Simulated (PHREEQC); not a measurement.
A solution holds 0.015 mol Na2SeO3 and 0.013 mol H2SO4 per kg of water, at 25 °C. Closed to the air; pH follows from the charge balance.

Computed with PHREEQC (ion-association model, wateq4f.dat).

Each row changes one thing in this solution. Precipitation was switched off in this run.

```json
[
 {"case": "as made", "pH": "2.69", "ionic strength (mol/kgw)": "0.0426", "HSeO3- (mol/kgw)": "0.00768", "SeO3-2 (mol/kgw)": "2.05e-8"},
 {"case": "0.00052 mol/kgw NaBF4 added", "pH": "2.68", "ionic strength (mol/kgw)": "0.0431", "HSeO3- (mol/kgw)": "0.00764", "SeO3-2 (mol/kgw)": "2.03e-8"},
 {"case": "H2SO4 from 0.013 to 0.0143 mol/kgw", "pH": "2.55", "ionic strength (mol/kgw)": "0.0441", "HSeO3- (mol/kgw)": "0.00652", "SeO3-2 (mol/kgw)": "1.29e-8"},
 {"case": "temperature from 25 to 85 °C", "pH": "2.84", "ionic strength (mol/kgw)": "0.0398", "HSeO3- (mol/kgw)": "0.00902", "SeO3-2 (mol/kgw)": "3.62e-8"},
 {"case": "H2SO4 left out", "pH": "10.17", "ionic strength (mol/kgw)": "0.0448", "HSeO3- (mol/kgw)": "0.000180", "SeO3-2 (mol/kgw)": "0.0148"},
 {"case": "H2SO4 from 0.013 to 0.0026 mol/kgw", "pH": "8.53", "ionic strength (mol/kgw)": "0.0420", "HSeO3- (mol/kgw)": "0.00520", "SeO3-2 (mol/kgw)": "0.00980"}
]
```

Constants without temperature data keep their 25 °C values here. Real BF4- forms and hydrolyses slowly; the run takes it at equilibrium.
